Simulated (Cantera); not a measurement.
Input: 1 mol N₂O, 0.099 mol SO₂, at 625 K and 9800000 Pa.

Cantera equilibrium calculation (NASA polynomials, part measured and part estimated; ideal gas, pure solids and liquids). Candidate condensed phases: S; 17 gas species. The ideal-gas law is rough above about 30 bar. Kinetics and transport are ignored.

Base state: N₂ 0.645, O₂ 0.291, SO₃ 0.0639 (mole fractions); condensed: gas only.

### Question
What changes in the equilibrium state with this change: temperature from 625 K to 3075 K?

### Answer
| species | before | after |
|---|---|---|
| N₂ | 0.645 | 0.596 |
| O₂ | 0.291 | 0.281 |
| SO₂ | 5.45e-6 | 0.0604 |
| SO₃ | 0.0639 | 0.000259 |
| NO | 4.56e-8 | 0.0525 |
| O | <1e-9 | 0.00780 |
| SO | <1e-9 | 0.000966 |

### Question
What changes in the equilibrium state with this change: SO₂ from 0.099 to 0.019 mol?

### Answer
```
species  before   after
-------  ------  ------
N₂        0.645   0.662
O₂        0.291   0.325
SO₃      0.0639  0.0126
```
